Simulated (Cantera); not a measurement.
A perfectly stirred reactor is fed with CH4 : H2 : O2 : N2 : H2O = 1 : 0.47 : 1.72 : 6.46 : 1.4 (molar parts), equivalence ratio 1.3, at 2.96 atm; it is adiabatic with a 525 K inlet, and is followed from long to short residence time, starting on the burning branch (τ in s: 0.19, 0.068, 0.024, 0.0085, 0.003, 0.0011, 0.00037, 0.00013, 4.6e-05, 1.6e-05).

Model: GRI-Mech 3.0 (53 species, 325 reactions), integrated in Cantera.

**Question.** Predict: blow-out, bracketed by the residence times tried; x(CH4) at τ = 0.190 s; x(H2) at τ = 0.190 s; x(O2) at τ = 0.190 s; x(HO2) at τ = 0.190 s; x(NO) at τ = 0.190 s; x(CH4) at τ = 1.10 ms; x(H2) at τ = 1.10 ms; x(O2) at τ = 1.10 ms; x(HO2) at τ = 1.10 ms; x(NO) at τ = 1.10 ms.

**Answer.** blow-out, bracketed by the residence times tried: burning at 0.370 ms, out at 0.130 ms
x(CH4) at τ = 0.190 s: 9.86e-5
x(H2) at τ = 0.190 s: 0.0507
x(O2) at τ = 0.190 s: 5.00e-5
x(HO2) at τ = 0.190 s: 1.45e-8
x(NO) at τ = 0.190 s: 5.34e-5
x(CH4) at τ = 1.10 ms: 0.00147
x(H2) at τ = 1.10 ms: 0.0470
x(O2) at τ = 1.10 ms: 0.00293
x(HO2) at τ = 1.10 ms: 1.95e-6
x(NO) at τ = 1.10 ms: 6.05e-5
